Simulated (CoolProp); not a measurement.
A single-stage vapour-compression cycle with the fluid: evaporating at 216.15 K (dew point), condensing at 236.15 K (bubble point), superheat 10 K, subcooling 5 K, compressor efficiency 0.8, no pressure losses. The same conditions are run with several fluids, on thermodynamics alone (safety and materials aside).

Values from CoolProp's reference Helmholtz-energy equation of state of each fluid (ethylene: Smukala 2000; R125: Lemmon 2005; isobutane: Bücker 2006; R22: Kamei 1995; R407C: Lemmon 2003; propylene: Lemmon 2013). Blends and air are pseudo-pure fits.

### Question
Rank ethylene, R125, isobutane, R22, R407C, propylene by cooling COP, highest first.

### Answer
isobutane (8.28), R125 (8.21), propylene (8.13), R22 (8.04), ethylene (7.51), R407C (5.79)

```json
[
 {"fluid": "ethylene", "pressure ratio": "1.89", "discharge temperature (K)": "268.9", "refrigerating effect (kJ/kg)": "375", "volumetric capacity (kJ/m³)": "5350"},
 {"fluid": "R125", "pressure ratio": "2.65", "discharge temperature (K)": "256.1", "refrigerating effect (kJ/kg)": "159", "volumetric capacity (kJ/m³)": "667"},
 {"fluid": "isobutane", "pressure ratio": "2.99", "discharge temperature (K)": "259.6", "refrigerating effect (kJ/kg)": "385", "volumetric capacity (kJ/m³)": "134"},
 {"fluid": "R22", "pressure ratio": "2.72", "discharge temperature (K)": "276.4", "refrigerating effect (kJ/kg)": "233", "volumetric capacity (kJ/m³)": "484"},
 {"fluid": "R407C", "pressure ratio": "4.14", "discharge temperature (K)": "283.8", "refrigerating effect (kJ/kg)": "242", "volumetric capacity (kJ/m³)": "376"},
 {"fluid": "propylene", "pressure ratio": "2.48", "discharge temperature (K)": "267.0", "refrigerating effect (kJ/kg)": "429", "volumetric capacity (kJ/m³)": "636"}
]
```
